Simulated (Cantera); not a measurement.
Charge: 1 mol Al, 15 mol NH3, 7.9 mol N2, equilibrated at 2075 K.

Equilibrium computed with Cantera from the NASA thermochemical tables; the gas is ideal and each condensed phase is pure. Candidate condensed phases: Al, AlN; 13 gas species. Kinetics and transport are ignored.

Problem. At 5.20 mbar, list the 5 most abundant gas species with their mole fractions, and the condensed phases.

Solution. H2 0.557, N2 0.390, H 0.0276, Al 0.0250, AlH 0.000321. Condensed: gas only.
